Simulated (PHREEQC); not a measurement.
Solution (25 °C): 0.007 mol NaCl and 0.16 mol Cu(NO3)2 per kg of water. Closed to the air; pH follows from the charge balance.

Computed with PHREEQC (ion-association model, wateq4f.dat).

No solid was allowed to form.

**Question.** Predict the pH.

**Answer.** pH 4.13.

**Question.** In which forms is Cl present?

**Answer.** Cl- 90 %, CuCl+ 9.6 % of the Cl.
